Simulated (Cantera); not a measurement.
An adiabatic, constant-volume homogeneous reactor starts with CH4 : O2 : N2 = 1 : 3.7 : 13.9 (molar parts), equivalence ratio 0.54, at 1200 K and 18.8 atm. Integrator tolerance rtol = 1e-08.

Cantera simulation using GRI-Mech 3.0 (53 species, 325 reactions); the numbers are that mechanism's predictions, not measurements. The pressure lies above the range GRI-Mech 3.0 was tuned for (to about 10 atm).

Problem. What does this change do: pressure from 18.8 atm to 0.987 atm?

Solution. 
```
quantity                                                            before                                      after
---------------------------------  ---------------------------------------  -----------------------------------------
time of steepest temperature rise                                  1.81 ms                                    32.1 ms
temperature at 2.00 s                                               2532 K                                     2471 K
equilibrium temperature                                             2532 K                                     2471 K
x(CH4) at 2.00 s                     <1e-12 (gas-phase equilibrium <1e-12)      <1e-12 (gas-phase equilibrium <1e-12)
x(O2) at 2.00 s                      0.0829 (gas-phase equilibrium 0.0829)      0.0833 (gas-phase equilibrium 0.0833)
x(NO2) at 2.00 s                   5.07e-5 (gas-phase equilibrium 5.07e-5)    1.11e-5 (gas-phase equilibrium 1.11e-5)
x(HO2) at 2.00 s                   1.98e-5 (gas-phase equilibrium 1.98e-5)    7.98e-6 (gas-phase equilibrium 7.98e-6)
x(H2O2) at 2.00 s                  1.43e-6 (gas-phase equilibrium 1.43e-6)    2.78e-7 (gas-phase equilibrium 2.78e-7)
x(H) at 2.00 s                     9.15e-5 (gas-phase equilibrium 9.15e-5)  0.000550 (gas-phase equilibrium 0.000550)
```

Problem. What does this change do: initial temperature 1200 to 1400 K?

Solution. 
```json
[
 {"quantity": "time of steepest temperature rise", "before": "1.81 ms", "after": "0.205 ms"},
 {"quantity": "temperature at 2.00 s", "before": "2532 K", "after": "2669 K"},
 {"quantity": "equilibrium temperature", "before": "2532 K", "after": "2669 K"},
 {"quantity": "x(CH4) at 2.00 s", "before": "<1e-12 (gas-phase equilibrium <1e-12)", "after": "<1e-12 (gas-phase equilibrium <1e-12)"},
 {"quantity": "x(O2) at 2.00 s", "before": "0.0829 (gas-phase equilibrium 0.0829)", "after": "0.0808 (gas-phase equilibrium 0.0808)"},
 {"quantity": "x(NO2) at 2.00 s", "before": "5.07e-5 (gas-phase equilibrium 5.07e-5)", "after": "5.14e-5 (gas-phase equilibrium 5.14e-5)"},
 {"quantity": "x(HO2) at 2.00 s", "before": "1.98e-5 (gas-phase equilibrium 1.98e-5)", "after": "2.62e-5 (gas-phase equilibrium 2.62e-5)"},
 {"quantity": "x(H2O2) at 2.00 s", "before": "1.43e-6 (gas-phase equilibrium 1.43e-6)", "after": "1.74e-6 (gas-phase equilibrium 1.74e-6)"},
 {"quantity": "x(H) at 2.00 s", "before": "9.15e-5 (gas-phase equilibrium 9.15e-5)", "after": "0.000234 (gas-phase equilibrium 0.000234)"}
]
```
